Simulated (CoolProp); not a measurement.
Vapour-liquid equilibrium of propane (1) + n-pentane (2) at 62.85 °C; x and y are mole fractions of (1).

Model: multi-fluid Helmholtz-energy mixture model, Lemmon 2009 and Thol 2019; pair parameters Kunz 2012, in CoolProp.

| x | bubble pressure (kPa) | y at the bubble point | dew pressure at overall composition x (kPa) | liquid density (mol/L) |
|---|---|---|---|---|
| 0.05 | 328.6 | 0.303 | 244.6 | 8.112 |
| 0.125 | 469.8 | 0.529 | 264.8 | 8.208 |
| 0.2 | 609.2 | 0.651 | 288.5 | 8.323 |
| 0.275 | 747.8 | 0.730 | 316.7 | 8.454 |
| 0.35 | 886.7 | 0.784 | 350.7 | 8.598 |
| 0.425 | 1026 | 0.826 | 392.7 | 8.753 |
| 0.5 | 1168 | 0.859 | 445.7 | 8.915 |
| 0.575 | 1311 | 0.886 | 514.5 | 9.078 |
| 0.65 | 1458 | 0.909 | 607.2 | 9.236 |
| 0.725 | 1609 | 0.930 | 738.3 | 9.381 |
| 0.8 | 1766 | 0.949 | 934.9 | 9.501 |
| 0.875 | 1932 | 0.967 | 1251 | 9.580 |
| 0.95 | 2112 | 0.986 | 1776 | 9.597 |

No azeotrope shows between x = 0.05 and 0.95.

Pair parameters are fitted to limited data, so mixtures are less certain than the pure fluids.
